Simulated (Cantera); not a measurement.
Feed: 1 mol toluene, 0.46 mol O2, equilibrated at 1250 K and 750 Torr.

Method: chemical equilibrium by Gibbs-energy minimisation in Cantera with the NASA 1993 tables (ideal gas, pure condensed phases). Candidate condensed phases: C, C6H6, C7H8, C8H18, H2O; 110 gas species. Kinetics and transport are ignored.

Base state: H2 0.804, CO 0.186, CH4 0.00711, H2O 0.00225, CO2 0.000333 (mole fractions); condensed: C(graphite).

Problem. What changes in the equilibrium state with this change: pressure from 750 Torr to 4.05 Torr?

Solution. 
| species | before | after |
|---|---|---|
| H2 | 0.804 | 0.813 |
| CO | 0.186 | 0.187 |
| CH4 | 0.00711 | 3.92e-5 |
| H2O | 0.00225 | 1.24e-5 |
| CO2 | 0.000333 | 1.82e-6 |
| C(graphite), mol | 6.06 | 6.08 |
